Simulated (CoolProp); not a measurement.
Octamethyltrisiloxane (MDM) along the isobar 3.93 bar: Z from the reference equation and from simpler models built on Tc = 292.2 °C, pc = 14.38 bar, ω = 0.528; each cubic takes its own stable root.

Computed with CoolProp (reference Helmholtz-energy equation of state, Thol 2017).

```tsv
T (°C)	phase	reference
71.95	liquid	0.04219
79.15	liquid	0.04174
86.35	liquid	0.04133
93.65	liquid	0.04093
100.85	liquid	0.04057
108.05	liquid	0.04024
115.25	liquid	0.03994
122.45	liquid	0.03966
129.75	liquid	0.03941
136.95	liquid	0.03920
144.15	liquid	0.03901
151.35	liquid	0.03885
158.55	liquid	0.03872
```

Task: How far does each simpler model (van der Waals, Peng-Robinson) lie from the reference over these 13 states: mean and median of the absolute difference, and the worst?

Result: 
- van der Waals: mean 367.3 %, median 72.2 %, worst +2006.1 % at 158.55 °C and 3.93 bar
- Peng-Robinson: mean 2.9 %, median 3.0 %, worst -3.2 % at 144.15 °C and 3.93 bar

At some of these states van der Waals gives the other phase, because its saturation line lies elsewhere.
